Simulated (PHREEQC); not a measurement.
Consider water at 25 °C with 0.0053 mol/kgw NaBr, 0.00034 mol/kgw KF and 0.0037 mol/kgw Zn(NO3)2. Closed to the air; pH follows from the charge balance.

Computed with PHREEQC (ion-association model, wateq4f.dat).

No solid was allowed to form.

**Question.** Estimate the pH.

**Answer.** pH 5.87.

**Question.** In which forms is F present?

**Answer.** F- 97 %, ZnF+ 3.1 % of the F.
